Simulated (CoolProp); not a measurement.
Methane along the isotherm 163 K: fugacity coefficient from the reference equation and from simpler models built on Tc = 190.6 K, pc = 45.99 bar, ω = 0.011; each cubic takes its own stable root.

Values from CoolProp's reference Helmholtz-energy equation of state, Setzmann 1991.

| p (bar) | phase | reference |
|---|---|---|
| 15.3 | gas | 0.8259 |
| 30.7 | liquid | 0.4860 |
| 46 | liquid | 0.3423 |
| 61.3 | liquid | 0.2708 |
| 76.7 | liquid | 0.2282 |
| 92 | liquid | 0.2003 |
| 107 | liquid | 0.1811 |
| 123 | liquid | 0.1662 |
| 138 | liquid | 0.1556 |
| 153 | liquid | 0.1474 |
| 169 | liquid | 0.1405 |
| 184 | liquid | 0.1355 |
| 199 | liquid | 0.1314 |
| 215 | liquid | 0.1280 |
| 230 | liquid | 0.1254 |

How far does each simpler model (van der Waals, Redlich-Kwong, Soave-Redlich-Kwong, Peng-Robinson) lie from the reference over these 15 states: mean and median of the absolute difference, and the worst?


- van der Waals: mean 44.2 %, median 45.9 %, worst +65.4 % at 163 K and 230 bar
- Redlich-Kwong: mean 1.1 %, median 1.3 %, worst +1.8 % at 163 K and 230 bar
- Soave-Redlich-Kwong: mean 2.5 %, median 2.8 %, worst +3.3 % at 163 K and 230 bar
- Peng-Robinson: mean 3.6 %, median 3.5 %, worst -6.6 % at 163 K and 230 bar
